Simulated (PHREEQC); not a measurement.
Synthetic water in mg/kgw, 25 °C, pH 3.92, pe 10.1: Na 37.8; K 2.75; Ca 10.6; Mg 29.6; Cl 73.5; S(6) as SO4 257; Ni 0.049; Cu(2) 6.18; Mn(2) 0.103; Fe(3) 1.02.

Na is adjusted to close the charge balance.
Valence states are taken as typed.

Model: ion-association model, wateq4f.dat, run in PHREEQC.

### Question
The ionic strength comes out as 0.0104 mol/kgw. What activity coefficients do K+, H+, Fe(OH)2+, Cl-, SO4-2 get?

### Answer
K+ 0.90, H+ 0.91, Fe(OH)2+ 0.90, Cl- 0.90, SO4-2 0.66.

No solid was allowed to form. The solution is supersaturated, for example in Jarosite-K, Hematite (slow to form), so a real one may precipitate; this is no full list.
